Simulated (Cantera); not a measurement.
Standard-state values (1 bar) from the NASA 1993 polynomials, evaluated with Cantera. Values are per mole of reaction as written; species without (g) are pure solids or liquids, kept so even where they would boil at 1 bar.

H(g) + NaI = HI(g) + Na(g)

```tsv
T (K)	ΔH° (kJ)	ΔS° (J/K)	ΔG° (kJ)	log10 K	condensed phases
300	203.5	146.9	159.4	-27.75	NaI(s)
698	___	___	___	___	NaI(s)
898	___	___	___	___	NaI(s)
1098	158.4	87.7	62.1	-2.95	NaI(l)
1298	152.2	82.6	45.0	-1.81	NaI(l)
1498	146.3	78.3	29.0	-1.01	NaI(l)
1698	140.4	74.6	13.7	-0.42	NaI(l)
1898	134.7	71.4	-0.9	0.03	NaI(l)
```

### Question
Some entries are withheld; supply them.

### Answer

- 698, ΔH° (kJ): 193.5
- 698, ΔS° (J/K): 125.9
- 698, ΔG° (kJ): 105.6
- 698, log10 K: -7.90
- 898, ΔH° (kJ): 188.1
- 898, ΔS° (J/K): 119.2
- 898, ΔG° (kJ): 81.1
- 898, log10 K: -4.72
